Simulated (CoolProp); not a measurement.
A single-stage vapour-compression cycle with neopentane: evaporating at 303.15 K (dew point), condensing at 337.15 K (bubble point), superheat 5 K, subcooling 0 K, compressor efficiency 0.7, no pressure losses. Each further row changes one setting.

Values from CoolProp's reference Helmholtz-energy equation of state, Lemmon 2006. It is a short technical equation, of lower accuracy than the large ones.

| case | cooling COP | pressure ratio | discharge temperature (K) | refrigerating effect (kJ/kg) | volumetric capacity (kJ/m³) |
|---|---|---|---|---|---|
| as stated | 5.14 | 2.53 | 337.7 | 225 | 1360 |
| evaporating temperature 308.15 K | [?] | 2.18 | [?] | [?] | [?] |
| condensing temperature 332.15 K | 6.24 | [?] | 333.7 | 238 | 1440 |
| subcooling 5 K | 5.43 | 2.53 | 337.7 | 238 | 1440 |
| superheat 15 K | 5.30 | 2.53 | 347.6 | 243 | 1410 |
| compressor efficiency 0.6 | [?] | 2.53 | [?] | 225 | 1360 |

Task: Complete the blanks.

Result: 
- evaporating temperature 308.15 K, cooling COP: 6.30
- evaporating temperature 308.15 K, discharge temperature (K): 338.1
- evaporating temperature 308.15 K, refrigerating effect (kJ/kg): 232
- evaporating temperature 308.15 K, volumetric capacity (kJ/m³): 1630
- condensing temperature 332.15 K, pressure ratio: 2.24
- compressor efficiency 0.6, cooling COP: 4.40
- compressor efficiency 0.6, discharge temperature (K): 341.3
